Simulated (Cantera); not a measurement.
Feed: 1 mol CuF₂, a varied amount of N₂, held at 75.0 Torr.

Cantera equilibrium calculation (NASA polynomials, part measured and part estimated; ideal gas, pure solids and liquids). Candidate condensed phases: Cu, CuF₂; 11 gas species. The numbers say what is thermodynamically allowed, not how fast it happens.

Stable condensed phases, one row left out:

```
T in K \ n(N₂) in mol
          0.2 0.59  1.7  5.1   15   44  130  380
   1850     A    A    A    A    A    A    A    A
   1750     A    A    A    A    A    A    A    A
   1650     A    A    A    A    A    A    A    A
   1550     B    A    A    A    A    A    A    A
   1450     B    B    B    A    A    A    A    A
   1250     B    B    B    B    B    A    A    A
   1150     B    B    B    B    B    B    B    A
   1050     B    B    B    B    B    B    B    B
    950     B    B    B    B    B    B    B    B
    850     B    B    B    B    B    B    B    B
    750     B    B    B    B    B    B    B    B
    650     B    B    B    B    B    B    B    B
```

A: gas only; B: CuF₂.

### Question
Give the row for 1350 K.

### Answer
0.2: CuF₂; 0.59: CuF₂; 1.7: CuF₂; 5.1: CuF₂; 15: gas only; 44: gas only; 130: gas only; 380: gas only.
